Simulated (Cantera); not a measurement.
## Equilibrium for halide evaporation, hydrolysis and transport: PbF2 + H2

Input: 1 mol PbF2, 0.47 mol H2.

Method: chemical equilibrium by Gibbs-energy minimisation in Cantera with the NASA 1993 tables (ideal gas, pure condensed phases). Candidate condensed phases: Pb, PbF2; 16 gas species. Each liquid is taken as pure. Mutual solubility and eutectic melting of coexisting phases are not modelled. Equilibrium is a limit: real reactors are often held back by kinetics, nucleation or transport.

Stable condensed phases:

```
T in K \ P in Pa
           0.10   0.46    2.2     10     46    220   1000   4600  22000 100000
   2173       A      A      A      A      A      A      A      A      A      A
   2023       A      A      A      A      A      A      A      A      A      A
   1873       A      A      A      A      A      A      A      A      A      A
   1723       A      A      A      A      A      A      A      A      A      B
   1573       A      A      A      A      A      A      A      A      B      B
   1423       A      A      A      A      A      A      A      A      B      C
   1273       A      A      A      A      A      A      B      B      C      C
   1123       A      A      A      A      A      B      B      C      C      C
    973       A      A      A      B      B      C      C      C      C      C
    823       B      B      C      C      C      C      C      C      C      C
    673       C      C      C      C      C      C      C      C      C      C
```

A: gas only; B: Pb; C: Pb + PbF2.
